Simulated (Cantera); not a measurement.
A Cantera script and its output.

```python
import numpy as np
import cantera as ct

gas = ct.Solution("h2o2.yaml")
gas.TPX = 1475, 29000, {'H2': 1, 'O2': 1.52, 'N2': 5.7}
reactor = ct.IdealGasReactor(gas, energy="on", clone=False)
net = ct.ReactorNet([reactor])
net.rtol, net.atol = 1e-08, 1e-16
show = ['H2', 'O2', 'H', 'OH', 'O', 'H2O']
times = np.geomspace(2e-06, 9, 16)

steps = ct.SolutionArray(gas, extra=["t"])
rows = []
print(f"{'t/s':>10s}{'T/K':>9s}{'P/Pa':>11s}" + "".join(f"{s:>11s}" for s in show))
for t in times:
    while net.time < t:
        t_next = net.step()
        steps.append(gas.state, t=t_next)
    rows.append([np.interp(t, steps.t, y) for y in (steps.T, steps.P, *steps(*show).X.T)])
    print(f"{t:10.3e}{rows[-1][0]:9.1f}{rows[-1][1]:11.4g}" + "".join(f"{x:11.3e}" for x in rows[-1][2:]))
rate = np.gradient(steps.T, steps.t)
print("integrator steps:", len(steps.t))
if steps.T.max() > steps.T[0] + 200:
    print(f"time of steepest temperature rise: {steps.t[rate.argmax()]:.4e} s")
gas.TPX = 1475, 29000, {'H2': 1, 'O2': 1.52, 'N2': 5.7}
gas.equilibrate("UV")
print(f"equilibrium (UV): T = {gas.T:.1f} K  " + "  ".join(f"{s} {gas[s].X[0]:.3e}" for s in show))
```

Output:

```
       t/s      T/K       P/Pa         H2         O2          H         OH          O        H2O
 2.000e-06   1475.0    2.9e+04  1.217e-01  1.849e-01  5.868e-08  1.012e-08  1.121e-08  8.680e-09
 5.554e-06   1475.0    2.9e+04  1.217e-01  1.849e-01  2.398e-07  6.312e-08  7.375e-08  1.442e-07
 1.542e-05   1475.0    2.9e+04  1.216e-01  1.849e-01  3.716e-06  1.102e-06  1.309e-06  4.591e-06
 4.282e-05   1477.8  2.905e+04  1.136e-01  1.809e-01  3.941e-03  1.189e-03  1.436e-03  5.474e-03
 1.189e-04   1719.2  3.336e+04  1.091e-02  1.194e-01  3.107e-02  1.404e-02  3.205e-02  8.981e-02
 3.302e-04   2045.1  3.889e+04  7.892e-03  1.202e-01  1.291e-02  1.816e-02  2.156e-02  1.024e-01
 9.169e-04   2314.9  4.329e+04  3.549e-03  1.244e-01  3.000e-03  1.596e-02  9.199e-03  1.149e-01
 2.546e-03   2403.2   4.47e+04  1.891e-03  1.268e-01  1.082e-03  1.263e-02  4.832e-03  1.198e-01
 7.070e-03   2404.6  4.473e+04  1.864e-03  1.268e-01  1.058e-03  1.256e-02  4.762e-03  1.199e-01
 1.963e-02   2404.6  4.473e+04  1.864e-03  1.268e-01  1.058e-03  1.256e-02  4.762e-03  1.199e-01
 5.451e-02   2404.6  4.473e+04  1.864e-03  1.268e-01  1.058e-03  1.256e-02  4.762e-03  1.199e-01
 1.514e-01   2404.6  4.473e+04  1.864e-03  1.268e-01  1.058e-03  1.256e-02  4.762e-03  1.199e-01
 4.203e-01   2404.6  4.473e+04  1.864e-03  1.268e-01  1.058e-03  1.256e-02  4.762e-03  1.199e-01
 1.167e+00   2404.6  4.473e+04  1.864e-03  1.268e-01  1.058e-03  1.256e-02  4.762e-03  1.199e-01
 3.241e+00   2404.6  4.473e+04  1.864e-03  1.268e-01  1.058e-03  1.256e-02  4.762e-03  1.199e-01
 9.000e+00   2404.6  4.473e+04  1.864e-03  1.268e-01  1.058e-03  1.256e-02  4.762e-03  1.199e-01
integrator steps: 1143
time of steepest temperature rise: 5.7570e-05 s
equilibrium (UV): T = 2404.6 K  H2 1.864e-03  O2 1.268e-01  H 1.058e-03  OH 1.256e-02  O 4.762e-03  H2O 1.199e-01
```

Cantera simulation using the H2/O2 subset of GRI-Mech 3.0, which has no nitrogen chemistry; the numbers are that mechanism's predictions, not measurements.
